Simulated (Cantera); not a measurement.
Input (Python, Cantera):

```python
import numpy as np
import cantera as ct

gas = ct.Solution("gri30.yaml")
gas.TPX = 375, 10000, {'CO': 1, 'H2': 0.22, 'O2': 0.871, 'N2': 3.28}
flame = ct.FreeFlame(gas, width=0.2)
flame.set_refine_criteria(ratio=3, slope=0.08, curve=0.16)
flame.transport_model = "mixture-averaged"
flame.solve(loglevel=0, auto=True)
z, T = flame.grid, flame.T
thick = (T[-1] - T[0]) / np.gradient(T, z).max()
show = ['CO', 'H2', 'O2', 'NO', 'O', 'HO2']
print(f"laminar burning velocity  {flame.velocity[0] * 100:.3f} cm/s")
print(f"burnt temperature         {T[-1]:.1f} K")
print(f"thermal thickness         {thick * 1e3:.4f} mm")
print(f"grid points               {len(z)}")
z0 = z[flame.heat_release_rate.argmax()]
print(f"{'z/mm':>9s}{'T/K':>9s}{'u/(m/s)':>9s}" + "".join(f"{s:>11s}" for s in show))
rows = []
for k in (-3, -2, -1.5, -1, -0.5, -0.25, 0, 0.25, 0.5, 1, 2, 4, 8):
    zz = z0 + k * thick
    rows.append([k * thick, np.interp(zz, z, T), np.interp(zz, z, flame.velocity),
                 *(np.interp(zz, z, flame.X[gas.species_index(s)]) for s in show)])
    print(f"{rows[-1][0] * 1e3:9.3f}{rows[-1][1]:9.1f}{rows[-1][2]:9.3f}" + "".join(f"{x:11.3e}" for x in rows[-1][3:]))
```

Output:

```
laminar burning velocity  77.073 cm/s
burnt temperature         2118.1 K
thermal thickness         11.7042 mm
grid points               149
     z/mm      T/K  u/(m/s)         CO         H2         O2         NO          O        HO2
  -35.113    375.0    0.771  1.862e-01  4.096e-02  1.622e-01 -6.085e-17  6.594e-15  2.095e-13
  -23.408    375.0    0.771  1.862e-01  4.096e-02  1.622e-01 -3.324e-17  7.210e-13  2.215e-11
  -17.556    375.0    0.771  1.862e-01  4.094e-02  1.622e-01  4.112e-16  1.045e-11  3.696e-10
  -11.704    375.0    0.771  1.862e-01  4.084e-02  1.622e-01  1.932e-14  3.028e-10  1.479e-08
   -5.852    377.0    0.774  1.864e-01  3.936e-02  1.624e-01  1.536e-11  7.621e-08  1.001e-05
   -2.926    521.6    1.062  1.805e-01  3.270e-02  1.587e-01  7.991e-09  3.107e-05  5.795e-05
    0.000    939.7    1.883  1.484e-01  1.446e-02  1.347e-01  4.230e-07  3.740e-03  1.214e-05
    2.926   1233.6    2.425  9.526e-02  3.432e-03  9.675e-02  3.102e-06  1.576e-02  4.772e-06
    5.852   1386.5    2.683  6.331e-02  3.090e-03  8.004e-02  7.398e-06  1.959e-02  2.971e-06
   11.704   1530.3    2.926  4.890e-02  3.290e-03  7.320e-02  1.470e-05  1.796e-02  2.115e-06
   23.408   1662.1    3.151  4.520e-02  2.911e-03  7.144e-02  2.329e-05  1.384e-02  1.593e-06
   46.817   1783.7    3.353  3.929e-02  2.311e-03  6.924e-02  3.357e-05  9.844e-03  1.135e-06
   93.634   1890.3    3.526  3.164e-02  1.697e-03  6.646e-02  5.269e-05  6.593e-03  7.710e-07
```

Detailed kinetics in Cantera: GRI-Mech 3.0 (53 species, 325 reactions). Burning velocities carry a grid error of a few per cent, more on coarse grids.
